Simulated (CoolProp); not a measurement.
R1234yf along the isobar 1.29 MPa: fugacity coefficient from the reference equation and from simpler models built on Tc = 94.7 °C, pc = 3.384 MPa, ω = 0.276; each cubic takes its own stable root.

The numbers come from the reference Helmholtz-energy equation of state, Lemmon 2022 in CoolProp.

```json
[
 {"T (°C)": "-87.05", "phase": "liquid", "reference": "0.002562", "van der Waals": "0.08403", "Redlich-Kwong": "0.007478", "Soave-Redlich-Kwong": "0.002502", "Peng-Robinson": "0.002672"},
 {"T (°C)": "-59.05", "phase": "liquid", "reference": "0.01807", "van der Waals": "0.1921", "Redlich-Kwong": "0.04057", "Soave-Redlich-Kwong": "0.01791", "Peng-Robinson": "0.01830"},
 {"T (°C)": "-31.05", "phase": "liquid", "reference": "0.07400", "van der Waals": "0.3586", "Redlich-Kwong": "0.1335", "Soave-Redlich-Kwong": "0.07459", "Peng-Robinson": "0.07435"},
 {"T (°C)": "-3.15", "phase": "liquid", "reference": "0.2099", "van der Waals": "0.5804", "Redlich-Kwong": "0.3164", "Soave-Redlich-Kwong": "0.2145", "Peng-Robinson": "0.2108"},
 {"T (°C)": "24.85", "phase": "liquid", "reference": "0.4624", "van der Waals": "0.8127", "Redlich-Kwong": "0.6009", "Soave-Redlich-Kwong": "0.4758", "Peng-Robinson": "0.4648"},
 {"T (°C)": "52.85", "phase": "gas", "reference": "0.7990", "van der Waals": "0.8492", "Redlich-Kwong": "0.8199", "Soave-Redlich-Kwong": "0.8100", "Peng-Robinson": "0.7971"},
 {"T (°C)": "80.85", "phase": "gas", "reference": "0.8498", "van der Waals": "0.8765", "Redlich-Kwong": "0.8580", "Soave-Redlich-Kwong": "0.8553", "Peng-Robinson": "0.8426"},
 {"T (°C)": "108.85", "phase": "gas", "reference": "0.8849", "van der Waals": "0.8976", "Redlich-Kwong": "0.8861", "Soave-Redlich-Kwong": "0.8884", "Peng-Robinson": "0.8763"},
 {"T (°C)": "136.85", "phase": "gas", "reference": "0.9105", "van der Waals": "0.9141", "Redlich-Kwong": "0.9076", "Soave-Redlich-Kwong": "0.9134", "Peng-Robinson": "0.9019"}
]
```

At some of these states van der Waals gives the other phase, because its saturation line lies elsewhere.
